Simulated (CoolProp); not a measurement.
Computed with CoolProp (reference Helmholtz-energy equation of state, Thol 2016).

### Question
For R1234ze(E), give the phase and the Z, Joule-Thomson coefficient (K/MPa), Prandtl number at 420 K and 14.5 bar; 420 K and 50.9 bar.

### Answer
- 420 K and 14.5 bar: gas; Z 0.894, Joule-Thomson coefficient 7.90, Prandtl number 0.802
- 420 K and 50.9 bar: supercritical; Z 0.550, Joule-Thomson coefficient 9.43, Prandtl number 1.32

Viscosity comes from a separate model (Bell 2016), an estimate that may be off by 10 % or more. Thermal conductivity comes from a separate model (Perkins 2011).
